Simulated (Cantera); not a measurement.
# CuO + C + N2 (carbothermic reduction)

Feed: 1 mol CuO, a varied amount of C, 0.24 mol N2, held at 1700 K and 19.5 Torr.

These are equilibrium values from Cantera (NASA tables, ideal gas, pure condensed phases), not measurements of a reactor. Candidate condensed phases: C, Cu, CuO, Cu2O; 27 gas species. Each liquid is taken as pure. Mutual solubility and eutectic melting of coexisting phases are not modelled. Rates play no part.

At 0.31 mol C the condensed part is Cu(l) + Cu2O(l). From 1.4 mol C to 7.6 mol C the condensed part is C(graphite) + Cu(l). The main Cu-bearing gas is Cu throughout.

```tsv
n(C) (mol)	x CO	x CO2	x N2	x O2	x Cu	x NO	x O	x CuO	n Cu(l)	n Cu2O(l)	n C(graphite)
0.31	0.00108	0.534	0.414	0.0445	0.00611	0.000967	5.85e-5	3.12e-5	0.340	0.328	0
1.4	0.802	2.36e-6	0.192	<1e-12	0.00611	3.92e-12	<1e-12	<1e-12	0.992	0	0.400
2.4	0.802	2.36e-6	0.192	<1e-12	0.00611	3.92e-12	<1e-12	<1e-12	0.992	0	1.40
3.4	0.802	2.36e-6	0.192	<1e-12	0.00611	3.92e-12	<1e-12	<1e-12	0.992	0	2.40
4.5	0.802	2.36e-6	0.192	<1e-12	0.00611	3.92e-12	<1e-12	<1e-12	0.992	0	3.50
5.5	0.802	2.36e-6	0.192	<1e-12	0.00611	3.92e-12	<1e-12	<1e-12	0.992	0	4.50
6.6	0.802	2.36e-6	0.192	<1e-12	0.00611	3.92e-12	<1e-12	<1e-12	0.992	0	5.60
7.6	0.802	2.36e-6	0.192	<1e-12	0.00611	3.92e-12	<1e-12	<1e-12	0.992	0	6.60
```
x: gas mole fraction; n: condensed amount in mol.
